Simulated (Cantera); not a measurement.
Input: 1 mol B2O3, 0.51 mol F2, 0.37 mol N2, equilibrated at 10000 Pa.

Equilibrium computed with Cantera from the NASA thermochemical tables; the gas is ideal and each condensed phase is pure. Candidate condensed phases: B, BN, B2O3; 31 gas species. The numbers say what is thermodynamically allowed, not how fast it happens. All values below are at 1075 °C.

Base state: N2 0.371, BF3 0.284, O2 0.256, BOF 0.0479, B3O3F3 0.0405, NO 0.000405, BOF2 0.000172 (mole fractions); condensed: B2O3(l).

Problem. What changes in the equilibrium state with this change: B2O3 replaced by MgO?

Solution. 
| species | before | after |
|---|---|---|
| N2 | 0.371 | 0.592 |
| O2 | 0.256 | 0.408 |
| NO | 0.000405 | 0.000646 |
| BF3 | 0.284 | 0 |
| BOF | 0.0479 | 0 |
| B3O3F3 | 0.0405 | 0 |
| MgF2 | 0 | 1.90e-5 |
| BOF2 | 0.000172 | 0 |
| B2O3(l), mol | 0.774 | 0 |
| MgF2(s), mol | 0 | 0.510 |
| MgO(s), mol | 0 | 0.490 |
Mutual solubility and eutectic melting of coexisting phases are not modelled. Further candidate phases: Mg, MgF2, MgO.
